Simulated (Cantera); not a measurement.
Standard-state values (1 bar) from the NASA 1993 polynomials, evaluated with Cantera. Values are per mole of reaction as written; species without (g) are pure solids or liquids, kept so even where they would boil at 1 bar.

Mg + 2 HF(g) → 2 H(g) + MgF2, with ΔH° = -143.1 kJ and ΔS° = -93.3 J/K at 300 K.

Q: How far is the shortcut ΔG° ≈ ΔH°(300 K) − T·ΔS°(300 K) from the full temperature-dependent value at 598, 623, 648, 673, 698, 723, 748, 773 K?

A: 
| T (K) | shortcut (kJ) | full (kJ) | difference (kJ) | difference in log10 K |
|---|---|---|---|---|
| 598 | -87.3 | -90.1 | 2.8 | -0.24 |
| 623 | -85.0 | -88.3 | 3.3 | -0.27 |
| 648 | -82.7 | -86.4 | 3.8 | -0.30 |
| 673 | -80.3 | -84.6 | 4.3 | -0.33 |
| 698 | -78.0 | -82.9 | 4.8 | -0.36 |
| 723 | -75.7 | -81.1 | 5.4 | -0.39 |
| 748 | -73.3 | -79.4 | 6.0 | -0.42 |
| 773 | -71.0 | -77.7 | 6.7 | -0.45 |
The shortcut ignores the heat-capacity change of the reaction.
